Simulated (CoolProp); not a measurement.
A single-stage vapour-compression cycle with propylene: evaporating at 276.15 K (dew point), condensing at 315.15 K (bubble point), superheat 8 K, subcooling 2 K, compressor efficiency 0.75, no pressure losses. Each further row changes one setting.

The numbers come from the reference Helmholtz-energy equation of state, Lemmon 2013 in CoolProp.

```tsv
case	cooling COP	pressure ratio	discharge temperature (K)	refrigerating effect (kJ/kg)	volumetric capacity (kJ/m³)
as stated	4.27	2.70	339.4	289	3720
evaporating temperature 281.15 K	5.10	2.34	336.9	294	4350
condensing temperature 310.15 K	5.07	2.41	332.8	303	3900
subcooling 7 K	4.48	2.70	339.4	303	3900
superheat 18 K	4.29	2.70	349.5	306	3740
compressor efficiency 0.65	3.70	2.70	344.5	289	3720
```
